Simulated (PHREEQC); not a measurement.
Make-up at 25 °C: 7.6e-05 mol/kgw Na2SiF6, 0.012 mol/kgw KOH, 0.0058 mol/kgw NH4Br and 0.0021 mol/kgw KF. It is in equilibrium with CO2 at log p = -2 (atm). Otherwise closed; pH follows from the charge balance.

Computed with PHREEQC (ion-association model, phreeqc.dat).

Precipitation was switched off in this run.

Estimate the pH, ionic strength, specific conductance.

pH 7.82; ionic strength 0.0199 mol/kgw; specific conductance 2320 µS/cm.

In which forms is Si present?

H4SiO4 99 %, H3SiO4- 1.1 % of the Si.

SiF6-2 is the database's only silicon fluoride.
